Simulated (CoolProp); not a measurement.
Chlorine along the isobar 527 kPa: Z from the reference equation and from simpler models built on Tc = 416.9 K, pc = 7642 kPa, ω = 0.070; each cubic takes its own stable root.

Model: reference Helmholtz-energy equation of state, Thol 2021, in CoolProp.

```csv
T (K),phase,reference
250.5,liquid,0.01170
264.4,liquid,0.01138
278.4,liquid,0.01111
292.4,gas,0.9250
306.3,gas,0.9365
320.3,gas,0.9457
334.3,gas,0.9532
348.2,gas,0.9593
362.2,gas,0.9644
376.2,gas,0.9687
390.1,gas,0.9722
```

### Question
How far does each simpler model (van der Waals, Redlich-Kwong, Soave-Redlich-Kwong, Peng-Robinson) lie from the reference over these 11 states: mean and median of the absolute difference, and the worst?

### Answer
- van der Waals: mean 2217.6 %, median 1.6 %, worst +8404.1 % at 278.4 K and 527 kPa
- Redlich-Kwong: mean 2.5 %, median 0.3 %, worst +8.6 % at 278.4 K and 527 kPa
- Soave-Redlich-Kwong: mean 2.5 %, median 0.3 %, worst +8.6 % at 278.4 K and 527 kPa
- Peng-Robinson: mean 1.3 %, median 0.4 %, worst -4.1 % at 264.4 K and 527 kPa

At some of these states van der Waals gives the other phase, because its saturation line lies elsewhere.
